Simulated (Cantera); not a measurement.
Premixed flame

A freely propagating, adiabatic, planar premixed flame of 35.1 % H₂, 13.5 % O₂, 51.3 % N₂, equivalence ratio 1.3, unburnt at 450 K and 500000 Pa; multicomponent+Soret transport, grid criteria slope 0.08 and curve 0.16, no radiation.

Detailed kinetics in Cantera: the H2/O2 subset of GRI-Mech 3.0, which has no nitrogen chemistry. The hydrogen kinetics of GRI-Mech 3.0 are dated; newer H2 mechanisms differ, most at raised pressure. Burning velocities carry a grid error of a few per cent, more on coarse grids.

```csv
z (mm),T (K),u (m/s),x H₂,x O₂,x HO₂,x H₂O,x H,x OH
-0.148,450,4.81,0.351,0.135,<1e-8,<1e-8,<1e-8,<1e-8
-0.0986,450,4.81,0.351,0.135,<1e-8,4.10e-8,<1e-8,<1e-8
-0.0739,450,4.81,0.351,0.135,3.84e-8,4.35e-7,<1e-8,<1e-8
-0.0493,451,4.80,0.348,0.136,1.07e-6,9.54e-6,<1e-8,<1e-8
-0.0246,495,5.04,0.314,0.142,0.000346,0.00201,9.54e-6,2.42e-5
-0.0123,810,7.93,0.267,0.135,0.000953,0.0310,0.00225,0.00115
0,1294,12.4,0.201,0.0983,0.000395,0.109,0.0167,0.00282
0.0123,1635,15.6,0.134,0.0509,0.000174,0.196,0.0343,0.00663
0.0246,1823,17.4,0.0992,0.0232,7.26e-5,0.245,0.0412,0.01000
0.0493,2000,18.9,0.0843,0.00834,2.38e-5,0.273,0.0372,0.0124
0.0986,2154,20.2,0.0836,0.00429,1.12e-5,0.286,0.0268,0.0119
0.197,2279,21.2,0.0838,0.00224,5.33e-6,0.296,0.0174,0.00964
0.394,2367,21.9,0.0837,0.000998,2.17e-6,0.304,0.0107,0.00687
```
x: mole fraction of selected species; z is measured from the peak of heat release.

The laminar burning velocity is 481 cm/s, the thermal thickness is 0.0493 mm and the peak x(HO₂) comes out as 0.00112. The peak x(H) comes out as 0.0414. The peak x(OH) is 0.0125 and the grid points comes out as 107.
